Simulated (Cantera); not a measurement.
Input: 1 mol Ta(OEt)₅, 5.8 mol O₂, 10 mol H₂, at 1 atm.

Method: chemical equilibrium by Gibbs-energy minimisation in Cantera with the NASA 1993 tables (ideal gas, pure condensed phases). Candidate condensed phases: C, C₆H₆, C₇H₈, C₈H₁₈, H₂O, Ta, TaC, Ta₂O₅; 113 gas species. The feed counts by its element totals alone. Equilibrium is a limit: real reactors are often held back by kinetics, nucleation or transport.

log p: log10 of the partial pressure in bar; n: condensed amount in mol.

| T (°C) | log p H₂ | log p CO | log p H₂O | log p CO₂ | log p H | log p CH₄ | n Ta₂O₅(s) | n Ta₂O₅(l) |
|---|---|---|---|---|---|---|---|---|
| 702 | -0.24 | -0.63 | -0.99 | -1.18 | -9.06 | -1.48 | 0.500 | 0 |
| 852 | -0.22 | -0.56 | -1.04 | -1.43 | -7.46 | -2.90 | 0.500 | 0 |
| 1002 | -0.22 | -0.55 | -1.00 | -1.55 | -6.24 | -4.17 | 0.500 | 0 |
| 1152 | -0.22 | -0.54 | -0.98 | (withheld) | (withheld) | (withheld) | 0.500 | 0 |
| 1302 | -0.23 | -0.53 | -0.96 | (withheld) | (withheld) | (withheld) | 0.500 | 0 |
| 1452 | -0.23 | -0.53 | -0.95 | -1.80 | -3.85 | -6.64 | 0.500 | 0 |
| 1602 | -0.23 | -0.53 | -0.94 | -1.85 | -3.30 | -7.19 | 0.500 | 0 |
| 1752 | -0.23 | -0.52 | -0.94 | -1.90 | -2.83 | -7.66 | 0.500 | 0 |
| 1902 | -0.23 | -0.52 | -0.94 | -1.94 | -2.43 | -8.06 | 0 | 0.500 |
| 2052 | -0.24 | -0.52 | -0.93 | -1.97 | -2.08 | -8.40 | 0 | 0.500 |
| 2202 | -0.24 | -0.52 | -0.94 | -2.00 | -1.77 | -8.71 | 0 | 0.499 |
| 2352 | -0.25 | -0.53 | -0.94 | -2.03 | -1.50 | -9.00 | 0 | 0.493 |
| 2502 | -0.27 | -0.53 | -0.95 | -2.05 | -1.26 | -9.26 | 0 | 0.472 |

Question: Complete the blanks.

Answer: 
- 1152, log p CO₂: -1.65
- 1152, log p H: -5.28
- 1152, log p CH₄: -5.18
- 1302, log p CO₂: -1.73
- 1302, log p H: -4.50
- 1302, log p CH₄: -5.98
